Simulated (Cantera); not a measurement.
A closed system holds: 1 mol Cu₂O, 5.3 mol H₂, a varied amount of N₂, equilibrated at 2200 K and 0.133 bar.

Equilibrium computed with Cantera from the NASA thermochemical tables; the gas is ideal and each condensed phase is pure. Candidate condensed phases: Cu, CuO, Cu(OH)₂, Cu₂O, H₂O; 27 gas species. The numbers say what is thermodynamically allowed, not how fast it happens.

Task: What share of the Cu ends up in condensed phases as a function of n(N₂) (mol), at 0.74, 1.5, 2.9, 5.9, 12, 23, 46, 92?

Result: 
```tsv
n(N₂) (mol)	Cu condensed (%)	as
0.74	34.8	Cu(l)
1.5	26.7	Cu(l)
2.9	11.6	Cu(l)
5.9	0.0	-
12	0.0	-
23	0.0	-
46	0.0	-
92	0.0	-
```
